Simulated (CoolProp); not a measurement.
R404A along the isotherm 362.7 K: density (kg/m³) from the reference equation and from simpler models built on Tc = 345.3 K, pc = 3735 kPa, ω = 0.293; each cubic takes its own stable root.

Computed with CoolProp (reference Helmholtz-energy equation of state, Lemmon 2003). It is a pseudo-pure fit of the blend.

```csv
p (kPa),phase,reference
622,gas,21.25
1240,gas,44.99
1870,gas,72.82
2490,gas,105.3
3110,gas,145.3
3730,gas,198.5
4360,supercritical,280.6
4980,supercritical,428.8
5600,supercritical,590.9
6220,supercritical,670.8
6850,supercritical,718.5
7470,supercritical,751.7
8090,supercritical,777.7
8710,supercritical,799.0
9340,supercritical,817.5
```

How far does each simpler model (ideal gas, van der Waals, Peng-Robinson) lie from the reference over these 15 states: mean and median of the absolute difference, and the worst?


- ideal gas: mean 47.3 %, median 62.4 %, worst -70.0 % at 362.7 K and 6220 kPa
- van der Waals: mean 13.3 %, median 7.0 %, worst -28.1 % at 362.7 K and 9340 kPa
- Peng-Robinson: mean 6.0 %, median 7.3 %, worst -13.6 % at 362.7 K and 5600 kPa
